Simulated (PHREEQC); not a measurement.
Solution (40 °C): 0.11 mol Na2CO3 per kg of water. Closed to the air; pH follows from the charge balance.

Model: ion-association model, phreeqc.dat, run in PHREEQC.

**Question.** The ionic strength comes out as 0.190 mol/kgw. What activity coefficients do NaCO3-, OH-, CO3-2, Na+, HCO3- get?

**Answer.** NaCO3- 0.74, OH- 0.70, CO3-2 0.31, Na+ 0.74, HCO3- 0.74.

This is a speciation only: nothing precipitates in the calculation. Complexes and solids missing from the database can't appear. At this temperature some constants are extrapolated from 25 °C, and those without enthalpy data are left unchanged.
